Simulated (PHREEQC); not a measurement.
Make-up at 20 °C: 0.12 mmol/kgw KCl. Closed to the air; pH follows from the charge balance.

The numbers come from PHREEQC with the ion-association model, phreeqc.dat.

The ionic strength is 0.000120 mol/kgw.

```tsv
species	molality	activity	log γ
Cl-	0.000120	0.000118	-0.005
K+	0.000120	0.000118	-0.005
OH-	8.38e-8	8.27e-8	-0.005
H+	8.38e-8	8.27e-8	-0.005
```

This is a speciation only: nothing precipitates in the calculation.
